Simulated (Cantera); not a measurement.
PbO + H2 + O2 (iron carbonyl, mercury and lead vapours)

Charge: 1 mol PbO, 3.4 mol H2, 0.016 mol O2, at 0.100 bar.

Cantera equilibrium calculation (NASA polynomials, part measured and part estimated; ideal gas, pure solids and liquids). Candidate condensed phases: H2O, Pb, PbO, PbO2, Pb3O4; 12 gas species. Equilibrium is a limit: real reactors are often held back by kinetics, nucleation or transport.

```tsv
T (°C)	log p H2	log p H2O	log p Pb	n Pb(s)	n Pb(l)
202	-1.16	-1.52	<-13	1.00	0
252	-1.16	-1.52	<-13	1.00	0
302	-1.16	-1.52	-12.02	1.00	0
352	-1.16	-1.52	-10.63	0	1.00
402	-1.16	-1.52	-9.47	0	1.00
452	-1.16	-1.52	-8.47	0	1.00
502	-1.16	-1.52	-7.60	0	1.000
552	-1.16	-1.52	-6.84	0	1.000
602	-1.16	-1.52	-6.17	0	1.000
652	-1.16	-1.52	-5.57	0	1.000
```
log p: log10 of the partial pressure in bar; n: condensed amount in mol.

From 202 °C to 302 °C the condensed part is Pb(s). From 352 °C to 652 °C the condensed part is Pb(l).
